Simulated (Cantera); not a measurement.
Input: 1 mol SiHCl₃, 0.56 mol C₂H₄, 4.6 mol H₂, at 900 K and 278 Torr.

Cantera equilibrium calculation (NASA polynomials, part measured and part estimated; ideal gas, pure solids and liquids). Candidate condensed phases: C, C₆H₆, C₇H₈, C₈H₁₈, Si, SiC; 109 gas species. The tables' values for SiCl₃ are old estimates; treat these amounts as uncertain. The numbers say what is thermodynamically allowed, not how fast it happens.

Base state: H₂ 0.779, SiCl₄ 0.0985, CH₄ 0.0700, HCl 0.0482, SiHCl₃ 0.00452, SiCl₃ 3.50e-5, SiH₂Cl₂ 1.97e-5 (mole fractions); condensed: C(graphite) + SiC(s).

What changes in the equilibrium state with this change: temperature from 900 K to 1700 K?


```csv
species,before,after
H₂,0.779,0.629
HCl,0.0482,0.356
SiCl₂,5.94e-7,0.0107
SiCl₄,0.0985,0.00102
CH₄,0.0700,0.000160
H,<1e-9,0.000192
Cl,<1e-9,8.45e-5
C₂H₂ (acetylene),<1e-9,4.62e-5
SiCl₃,3.50e-5,0.00235
SiHCl₃,0.00452,0.000348
"C(graphite), mol",0.337,0.229
"SiC(s), mol",0.322,0.889
```

What changes in the equilibrium state with this change: temperature from 900 K to 2075 K?


| species | before | after |
|---|---|---|
| H₂ | 0.779 | 0.637 |
| HCl | 0.0482 | 0.329 |
| SiCl₂ | 5.94e-7 | 0.0268 |
| SiCl₄ | 0.0985 | 5.50e-5 |
| CH₄ | 0.0700 | 5.26e-5 |
| H | <1e-9 | 0.00350 |
| Cl | <1e-9 | 0.00133 |
| C₂H₂ (acetylene) | <1e-9 | 0.000791 |
| SiCl | <1e-9 | 0.000104 |
| Si | <1e-9 | 1.97e-5 |
| C(graphite), mol | 0.337 | 0.325 |
| SiC(s), mol | 0.322 | 0.782 |
The tables' values for SiCl₃, SiCl are old estimates; treat these amounts as uncertain.

What changes in the equilibrium state with this change: 0.091 mol HF added?


| species | before | after |
|---|---|---|
| H₂ | 0.779 | 0.777 |
| SiCl₄ | 0.0985 | 0.0974 |
| CH₄ | 0.0700 | 0.0697 |
| SiF₄ | 0 | 0.00335 |
| HCl | 0.0482 | 0.0480 |
| SiHF₃ | 0 | 9.71e-5 |
| SiHCl₃ | 0.00452 | 0.00448 |
| SiCl₃ | 3.50e-5 | 3.48e-5 |
| SiH₂Cl₂ | 1.97e-5 | 1.95e-5 |
| C(graphite), mol | 0.337 | 0.357 |
| SiC(s), mol | 0.322 | 0.299 |
